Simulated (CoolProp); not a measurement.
Values from CoolProp's reference Helmholtz-energy equation of state, Span 2000.

Question: For nitrogen, give the phase and the conductivity (mW/(m K)) at 128.3 K and 0.367 bar; 128.3 K and 4.32 bar; 128.3 K and 9.83 bar.

Answer: 
- 128.3 K and 0.367 bar: gas; conductivity 12.0
- 128.3 K and 4.32 bar: gas; conductivity 12.4
- 128.3 K and 9.83 bar: gas; conductivity 13.1

Thermal conductivity comes from a separate model (Lemmon 2004).
